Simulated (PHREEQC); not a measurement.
Solution (10 °C): 0.19 mol HF, 0.00012 mol (CH3)4NF and 0.029 mol (NH4)2SiF6 per kg of water. Closed to the air; pH follows from the charge balance.

All values are PHREEQC results (ion-association model, wateq4f.dat), not measurements.

Precipitation was switched off in this run.

Problem. What pH, ionic strength does the model give?

Solution. pH 1.96; ionic strength 0.100 mol/kgw.

Problem. In which forms is F present?

Solution. SiF6-2 48 %, HF 26 %, H2F2 22 %, F- 2.8 %, HF2- 1.8 % of the F.

(CH3)4N+ isn't in the database: it is added as a free cation with an ion size of 4 Å. wateq4f.dat counts part of the HF as a dimer, H2F2, which phreeqc.dat doesn't know; its constant is uncertain. Constants without temperature data keep their 25 °C values here. SiF6-2 is the database's only silicon fluoride.
